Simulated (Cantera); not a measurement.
A closed system holds: 1 mol CuO, 13 mol HF, at 1150 K.

These are equilibrium values from Cantera (NASA tables, ideal gas, pure condensed phases), not measurements of a reactor. Candidate condensed phases: Cu, CuF2, CuO, Cu(OH)2, Cu2O, H2O; 27 gas species. Mutual solubility and eutectic melting of coexisting phases are not modelled. The numbers say what is thermodynamically allowed, not how fast it happens.

x: gas mole fraction; n: condensed amount in mol.

```
P (Pa)   x HF     x O2     x CuF    x H2O    x CuF2      x Cu  n Cu2O(s)  n CuF2(l)  n CuO(s)
------  -----  -------  --------  -------  --------  --------  ---------  ---------  --------
1       0.955   0.0187    0.0172  0.00858   9.16e-6  0.000165      0.384          0         0
6.80    0.967   0.0188   0.00911  0.00458   2.84e-5   1.50e-5      0.439          0         0
46      0.974   0.0188         ?        ?         ?         ?      0.468          0         0
320     0.977   0.0188         ?        ?         ?         ?      0.483          0         0
2200    0.979   0.0187   0.00106  0.00106  0.000531   1.10e-8      0.489          0         0
15000   0.979   0.0187  0.000408  0.00106  0.000859  9.95e-10      0.492          0         0
100000  0.989  0.00821  0.000104  0.00248  0.000492  1.14e-10      0.214     0.0253     0.539
```

What belongs in the gaps?


- 320, x CuF: 0.00239
- 320, x H2O: 0.00144
- 320, x CuF2: 0.000242
- 320, x Cu: 1.22e-7
- 46, x CuF: 0.00479
- 46, x H2O: 0.00248
- 46, x CuF2: 8.58e-5
- 46, x Cu: 1.38e-6
